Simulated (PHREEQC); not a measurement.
PHREEQC input (Pitzer model, pitzer.dat):

```
SOLUTION 1
  temp 25
  units mol/kgw
  pH 7 charge
  Cl 0.0289
  Na 0.2695
  C(4) 0.1056
  K 0.025
  S(6) 0.031
END
USE solution 1
INCREMENTAL_REACTIONS false
REACTION 1
  H2O -1
  0 9.886 18.011 24.689 30.178 34.689 38.397 41.444
  43.949 46.007 47.699 49.089 50.232 51.172 51.944 52.578
  53.1 53.528 53.88 54.17 54.408 54.603 54.764 54.896
  55.005 55.094 moles
EQUILIBRIUM_PHASES 1
  Arcanite 0 0
  Burkeite 0 0
  Glaserite 0 0
  Halite 0 0
  Kalicinite 0 0
  Mirabilite 0 0
  Misenite 0 0
  Nahcolite 0 0
  Natron 0 0
  Sylvite 0 0
  Thenardite 0 0
  Trona 0 0
  CO2(g) -3.4 10
SELECTED_OUTPUT 1
  -reset false
  -pH true
  -pe true
  -ionic_strength true
  -water true
  -activities H2O
  -totals C Cl K Na S
  -molalities H+ Na+ K+ Cl- CO3-2 SO4-2 OH- HCO3- CO2 HSO4-
  -equilibrium_phases Arcanite Burkeite Glaserite Halite Kalicinite Mirabilite Misenite Nahcolite Natron Sylvite
    Thenardite Trona
PRINT
  -reset false
END
```

Selected output (columns that matter, 20 of 26 rows; water left (kg) added in front):

```
water left (kg)	pH	mu	C	Cl	K	Na	S	m_H+	la_H2O	Burkeite	Glaserite	Halite	Thenardite	Trona
0.999532	9.8386	0.39667	0.13259	0.028914	0.025012	0.26963	0.031015	2.5112e-10	-0.0031279	0	0	0	0	0
0.821472	9.8676	0.48579	0.15819	0.035181	0.030433	0.32807	0.037737	2.4411e-10	-0.0037381	0	0	0	0	0
0.554865	9.9205	0.72753	0.22592	0.052085	0.045056	0.4857	0.055869	2.3443e-10	-0.0053371	0	0	0	0	0
0.456012	9.9445	0.88972	0.27043	0.063376	0.054823	0.59099	0.067981	2.3139e-10	-0.0063752	0	0	0	0	0
0.374775	9.9668	1.0876	0.32405	0.077113	0.066707	0.7191	0.082716	2.2927e-10	-0.0076132	0	0	0	0	0
0.253136	10.007	1.6232	0.46682	0.11417	0.098761	1.0646	0.12246	2.266e-10	-0.010858	0	0	0	0	0
0.208032	10.024	1.982	0.56126	0.13892	0.12017	1.2955	0.14902	2.2519e-10	-0.012981	0	0	0	0	0
0.170978	10.04	2.4189	0.67551	0.16903	0.14622	1.5762	0.18131	2.2295e-10	-0.015545	0	0	0	0	0
0.11549	10.069	3.5991	0.98211	0.25024	0.21647	2.3335	0.26842	2.1251e-10	-0.022554	0	0	0	0	0
0.0949123	10.082	4.3879	1.1865	0.30449	0.2634	2.8395	0.32662	2.0227e-10	-0.027436	0	0	0	0	0
0.0779889	10.093	5.3484	1.4358	0.37057	0.32056	3.4556	0.39749	1.8729e-10	-0.033715	0	0	0	0	0
0.064089	10.103	6.5157	1.7398	0.45094	0.39008	4.2051	0.4837	1.6686e-10	-0.041964	0	0	0	0	0
0.0432683	10.113	9.6585	2.5697	0.66793	0.57779	6.2286	0.71646	1.1066e-10	-0.068384	0	0	0	0	0
0.0348858	10.101	10.011	2.4571	0.82842	0.71662	6.3761	0.88861	9.4492e-11	-0.073499	0	0	0	0	0.015688
0.0279564	10.083	10.344	2.2686	1.0338	0.89425	6.4832	1.1089	7.7068e-11	-0.078989	0	0	0	0	0.029418
0.0176216	10.012	10.66	1.802	1.64	0.93589	6.8337	1.4373	5.5014e-11	-0.090596	0	0.0028361	0	0	0.048748
0.0138267	9.9521	10.853	1.5069	2.0902	0.87209	7.1619	1.618	4.5647e-11	-0.099597	0	0.0043139	0	0	0.055387
0.0107348	9.8949	10.839	1.2397	2.6922	0.83899	7.3709	1.6491	3.858e-11	-0.10998	0	0.0053312	0	0.0026351	0.059924
0.00618453	9.7957	9.6671	0.79679	4.673	0.98459	7.0712	0.97455	2.9286e-11	-0.13347	0	0.0063036	0	0.012366	0.064911
0.00474604	9.7557	9.5014	0.67783	5.3245	1.0613	7.0936	0.80591	2.6218e-11	-0.14325	0.0069332	0.0066543	0.0036298	0	0.061317
```
